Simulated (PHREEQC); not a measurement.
Make-up at 20 °C: 0.0075 mol CdSO4 and 0.0059 mol KCl per kg of water. Closed to the air; pH follows from the charge balance.

All values are PHREEQC results (ion-association model, wateq4f.dat), not measurements.

No solid was allowed to form.

Task: Predict the pH, ionic strength.

Result: pH 6.22; ionic strength 0.0253 mol/kgw.

Task: In which forms is S present?

Result: SO4-2 70 %, CdSO4 26 %, Cd(SO4)2-2 3.1 %, KSO4- 1.4 % of the S.

Species that the database lacks are ignored.
